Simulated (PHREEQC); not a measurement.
A solution holds 0.14 mol NH4HF2, 0.067 mol (NH4)2SiF6, 0.004 mol HBF4 and 0.19 mol H2SO4 per kg of water, at 25 °C. Closed to the air; pH follows from the charge balance.

All values are PHREEQC results (ion-association model, wateq4f.dat), not measurements.

No solid was allowed to form.

### Question
Order these S species by the share of S that they hold, largest first: HSO4-, NH4SO4-, SO4-2.

### Answer
HSO4- (63 %), SO4-2 (22 %), NH4SO4- (15 %)

### Question
Order these F species by the share of F that they hold, largest first: SiF6-2, HF, H2F2, BF4-, HF2-.

### Answer
SiF6-2 (58 %), HF (21 %), H2F2 (18 %), BF4- (2.3 %), HF2- (0.33 %)

The pH is 1.01 and the ionic strength 0.480 mol/kgw. Species that the database lacks are ignored. wateq4f.dat counts part of the HF as a dimer, H2F2, which phreeqc.dat doesn't know; its constant is uncertain. SiF6-2 is the database's only silicon fluoride. Real BF4- forms and hydrolyses slowly; the run takes it at equilibrium.
